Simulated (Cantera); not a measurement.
Stirred combustor or abatement burner

A perfectly stirred reactor is fed with CH4 : C2H6 : O2 : N2 = 1 : 0.13 : 2.05 : 15.1 (molar parts), at 100000 Pa; it is adiabatic with a 725 K inlet, and is followed from long to short residence time, starting on the burning branch (τ in s: 0.029, 0.012, 0.0054, 0.0023, 0.001, 0.00044, 0.00019, 8.4e-05, 3.6e-05, 1.6e-05).

Cantera simulation using GRI-Mech 3.0 (53 species, 325 reactions); the numbers are that mechanism's predictions, not measurements.

| τ (s) | T (K) | x CH4 | x C2H6 | x O2 | x HO2 | x O | x CH3 | x C2H |
|---|---|---|---|---|---|---|---|---|
| 0.029 | 1843 | 3.43e-5 | 5.74e-7 | 0.000367 | 1.32e-7 | 5.35e-5 | 2.01e-5 | 7.05e-9 |
| 0.012 | 1833 | 5.29e-5 | 1.07e-6 | 0.000659 | 2.45e-7 | 9.94e-5 | 3.07e-5 | 1.10e-8 |
| 0.0054 | 1821 | 8.56e-5 | 1.95e-6 | 0.00111 | 4.23e-7 | 0.000162 | 4.76e-5 | 1.65e-8 |
| 0.0023 | 1803 | 0.000157 | 3.89e-6 | 0.00195 | 7.76e-7 | 0.000252 | 8.14e-5 | 2.63e-8 |
| 0.0010 | 1777 | 0.000322 | 8.37e-6 | 0.00353 | 1.55e-6 | 0.000347 | 0.000150 | 4.38e-8 |
| 0.00044 | 725 | 0.0547 | 0.00711 | 0.112 | <1e-12 | <1e-12 | <1e-12 | <1e-12 |
| 0.00019 | 725 | 0.0547 | 0.00711 | 0.112 | <1e-12 | <1e-12 | <1e-12 | <1e-12 |
| 8.4e-5 | 725 | 0.0547 | 0.00711 | 0.112 | <1e-12 | <1e-12 | <1e-12 | <1e-12 |
| 3.6e-5 | 725 | 0.0547 | 0.00711 | 0.112 | <1e-12 | <1e-12 | <1e-12 | <1e-12 |
| 1.6e-5 | 725 | 0.0547 | 0.00711 | 0.112 | <1e-12 | <1e-12 | <1e-12 | <1e-12 |
x: mole fraction; the columns are a selection and need not sum to one.
